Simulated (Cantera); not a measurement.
A closed system holds: 1 mol CH₃Cl, 0.13 mol H₂, held at 0.0495 Torr.

Equilibrium computed with Cantera from the NASA thermochemical tables; the gas is ideal and each condensed phase is pure. Candidate condensed phases: C, C₆H₆, C₇H₈, C₈H₁₈; 91 gas species. Rates play no part.

Question: Which condensed phases are stable at each of these points (T (°C)): 2352, 2402, 2452, 2502, 2552, 2602, 2652, 2702?

Answer: 
```
T (°C)  condensed phases  C condensed (%)
------  ----------------  ---------------
2352         C(graphite)             24.6
2402            gas only              0.0
2452            gas only              0.0
2502            gas only              0.0
2552            gas only              0.0
2602            gas only              0.0
2652            gas only              0.0
2702            gas only              0.0
```

At 2352 °C the condensed part is C(graphite). From 2402 °C to 2702 °C nothing is condensed.
